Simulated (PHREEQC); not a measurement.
A column of 0.2 m (30 cells, dispersivity 0.016 m, 60 s a shift, diffusion coefficient 3e-10 m²/s) holds 0.017 eq of the database's cation exchanger X per kg of pore water, first in equilibrium with 0.00033 mol (NH4)2SO4 and 1e-05 mol HCl per kg of water. It is flushed with 0.0057 mol LiCl, 0.012 mol Na2SO4 and 1e-05 mol HCl per kg of water, at 25 °C. Values are for the last cell. No CO2 enters from the air. Nothing may precipitate in this run.

The numbers come from PHREEQC with the ion-association model, phreeqc.dat.

Problem. Predict Na in solution (mol/kgw), Li in solution (mol/kgw), Cl in solution (mol/kgw), S in solution (mol/kgw) at pore volumes = 1.35, 1.483, 2.417.

Solution. 
| pore volumes | Na in solution (mol/kgw) | Li in solution (mol/kgw) | Cl in solution (mol/kgw) | S in solution (mol/kgw) |
|---|---|---|---|---|
| 1.35 | 0.0128 | 0.00332 | 0.00476 | 0.0101 |
| 1.483 | 0.0147 | 0.00376 | 0.00507 | 0.0107 |
| 2.417 | 0.0208 | 0.00509 | 0.00568 | 0.0119 |
